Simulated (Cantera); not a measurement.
## Adiabatic ignition

An adiabatic, constant-pressure homogeneous reactor starts with CH4 : H2 : O2 : N2 = 1 : 0.13 : 0.983 : 3.7 (molar parts), at 1375 K and 5.00 bar.

Detailed kinetics in Cantera: GRI-Mech 3.0 (53 species, 325 reactions).

```tsv
t (s)	T (K)	x CH4	x H2	x O2	x C2H6	x CH2CO
2.00e-6	1375	0.172	0.0224	0.169	2.10e-11	<1e-12
7.43e-6	1375	0.172	0.0224	0.169	1.48e-9	<1e-12
2.76e-5	1375	0.172	0.0224	0.169	2.33e-7	<1e-12
0.000102	1376	0.172	0.0223	0.169	6.78e-5	5.88e-9
0.000381	1392	0.168	0.0222	0.167	0.000892	1.92e-6
0.00141	2397	1.18e-5	0.184	1.13e-6	1.64e-11	5.57e-8
0.00525	2397	8.25e-10	0.184	1.18e-6	<1e-12	<1e-12
0.0195	2398	8.00e-10	0.184	1.19e-6	<1e-12	<1e-12
0.0725	2398	7.99e-10	0.184	1.19e-6	<1e-12	<1e-12
0.269	2398	7.99e-10	0.184	1.19e-6	<1e-12	<1e-12
1.00	2398	7.99e-10	0.184	1.19e-6	<1e-12	<1e-12
```
x: mole fraction; the columns are a selection and need not sum to one.

* **time of steepest temperature rise**: 0.856 ms
* **temperature at 1.00 s**: 2398 K
* **equilibrium temperature**: 2398 K
* **x(CH4) at 1.00 s**: 7.99e-10 (gas-phase equilibrium 9.05e-10)
* **x(H2) at 1.00 s**: 0.184 (gas-phase equilibrium 0.184)
* **x(O2) at 1.00 s**: 1.19e-6 (gas-phase equilibrium 1.19e-6)
